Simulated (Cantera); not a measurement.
Input: 1 mol Si(CH3)4, 0.67 mol C2H4, 1 mol H2, held at 1.00 Torr.

These are equilibrium values from Cantera (NASA tables, ideal gas, pure condensed phases), not measurements of a reactor. Candidate condensed phases: C, C6H6, C7H8, C8H18, Si, SiC; 87 gas species. Gases not in the tables: Si2H6 and higher silanes. Equilibrium is a limit: real reactors are often held back by kinetics, nucleation or transport.

Task: Which condensed phases are stable at each of these points (T (°C)): 827, 927, 1027, 1127, 1227, 1327, 1427, 1527, 1627, 1727, 1827, 1927, 2027?

Result: 
```
T (°C)      condensed phases  Si condensed (%)
------  --------------------  ----------------
827     C(graphite) + SiC(s)             100.0
927     C(graphite) + SiC(s)             100.0
1027    C(graphite) + SiC(s)             100.0
1127    C(graphite) + SiC(s)             100.0
1227    C(graphite) + SiC(s)             100.0
1327    C(graphite) + SiC(s)             100.0
1427    C(graphite) + SiC(s)             100.0
1527    C(graphite) + SiC(s)              99.9
1627    C(graphite) + SiC(s)              99.7
1727    C(graphite) + SiC(s)              98.3
1827    C(graphite) + SiC(s)              92.0
1927    C(graphite) + SiC(s)              65.9
2027             C(graphite)               0.0
```

From 827 °C to 1927 °C the condensed part is C(graphite) + SiC(s). At 2027 °C the condensed part is C(graphite).
